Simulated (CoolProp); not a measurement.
Model: reference Helmholtz-energy equation of state, Lemmon 2006, in CoolProp. It is a short technical equation, of lower accuracy than the large ones.

Task: For carbon monoxide, give the phase and the cp (kJ/(kg K)), cv (kJ/(kg K)) at -114.15 °C and 1.01 bar.

Result: 
- -114.15 °C and 1.01 bar: gas; cp 1.05, cv 0.744
